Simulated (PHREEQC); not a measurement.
Model water analysis in mmol/kgw, 20 °C, pH 5.62, pe 10.4: Na 0.000454; K 3.69e-05; Ca 0.000957; Mg 0.001; Cl 0.00153; S(6) 0.000862; Alkalinity (meq/kgw) 0.00106; N(5) 3.23e-05; Li 1.46e-06; Zn 7.36e-07.

Valence states are taken as typed.

Equilibrium calculation in PHREEQC: ion-association model, wateq4f.dat.

| Property | Value |
|---|---|
| ionic strength | 9.60e-6 mol/kgw |
| charge-balance error | 0.5 % |

```csv
species,molality,activity,log γ
CO2,2.00e-5,2.00e-5,0.000
HCO3-,3.46e-6,3.45e-6,-0.002
H+,2.41e-6,2.40e-6,-0.002
Cl-,1.53e-6,1.53e-6,-0.002
Mg+2,1.00e-6,9.85e-7,-0.006
Ca+2,9.57e-7,9.43e-7,-0.006
SO4-2,8.62e-7,8.49e-7,-0.006
Na+,4.54e-7,4.52e-7,-0.002
K+,3.69e-8,3.68e-8,-0.002
NO3-,3.23e-8,3.22e-8,-0.002
OH-,2.84e-9,2.83e-9,-0.002
```

No solid was allowed to form. Species that the database lacks are ignored.
